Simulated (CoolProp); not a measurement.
Computed with CoolProp (reference Helmholtz-energy equation of state, Lemmon 2016).

Task: Give the vapour pressure (bar), liquid density (kg/m³), vapour density (kg/m³) of saturated R365MFC at 52.85, 136.65 °C.

Result: 
```tsv
T (°C)	p (bar)	liquid density (kg/m³)	vapour density (kg/m³)
52.85	1.56	1200	9.11
136.65	13.1	955	78.5
```
